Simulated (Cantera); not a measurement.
An adiabatic, constant-volume homogeneous reactor starts with C3H8 : O2 : N2 = 1 : 2.5 : 30 (molar parts), at 1500 K and 750 Torr.

Model: GRI-Mech 3.0 (53 species, 325 reactions), integrated in Cantera. GRI-Mech 3.0 was tuned for natural gas; its chemistry of propane as a main component is partial and can be far from experiment.

One state of this run: T (K) = 2227; P (bar) = 1.64; x C3H8 = <1e-12; x O2 = 5.57e-7; x O = 1.88e-6; x N2O = 2.42e-9; x CH2 = <1e-12; x H = 0.00129. x: mole fraction; the columns are a selection and need not sum to one.

Task: Which value of t (s) does it belong to?
A. 1.58e-5
B. 1.00e-6
C. 0.00100
D. 0.0631

Result: D, 0.0631
